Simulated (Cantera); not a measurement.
**Hydrocarbon pyrolysis for carbon deposition**

An isothermal, constant-pressure homogeneous reactor starts with C2H6 : N2 = 1 : 33 (molar parts), at 1975 K and 100.0 Torr.

Computed with Cantera and GRI-Mech 3.0 (53 species, 325 reactions). GRI-Mech 3.0 stops at C3 and has no aromatics, soot or wall deposition, so with more carbon than oxygen in the feed, carbon stays in small species such as C2H2 where larger ones or solid carbon would form.

```tsv
t (s)	x C2H6	x H2	x CH2	x H	x CH4	x C2H4	x C2H2
9.00e-6	0.0187	0.00109	7.00e-5	0.000635	0.000465	0.00107	9.29e-6
3.13e-5	0.00289	0.0144	0.000213	0.00247	0.00316	0.00971	0.00303
0.000109	3.25e-5	0.0391	8.79e-5	0.00195	0.00491	0.00407	0.0190
0.000380	3.58e-6	0.0478	2.32e-5	0.000983	0.00373	0.000473	0.0248
0.00132	8.00e-7	0.0508	7.96e-6	0.000635	0.00261	7.67e-5	0.0261
0.00461	2.10e-7	0.0528	3.78e-6	0.000562	0.00151	2.06e-5	0.0268
0.0161	3.34e-8	0.0543	1.87e-6	0.000660	0.000532	4.50e-6	0.0274
0.0560	1.88e-9	0.0549	5.66e-7	0.000799	0.000108	1.74e-6	0.0276
0.195	4.54e-11	0.0551	9.69e-8	0.000875	1.53e-5	1.57e-6	0.0276
0.679	2.38e-12	0.0551	1.35e-8	0.000886	2.08e-6	1.57e-6	0.0276
2.37	2.13e-12	0.0551	1.12e-8	0.000886	1.73e-6	1.57e-6	0.0276
8.24	2.18e-12	0.0551	1.18e-8	0.000886	1.81e-6	1.56e-6	0.0276
28.7	2.34e-12	0.0551	1.32e-8	0.000886	2.03e-6	1.56e-6	0.0275
100	2.75e-12	0.0551	1.64e-8	0.000886	2.52e-6	1.55e-6	0.0273
```
x: mole fraction; the columns are a selection and need not sum to one.

Equilibrium at this temperature and pressure: C2H6 1.18e-12, H2 0.0551, CH2 1.41e-8, H 0.000886, CH4 2.17e-6, C2H4 2.85e-7, C2H2 0.00503 (gas phase only).
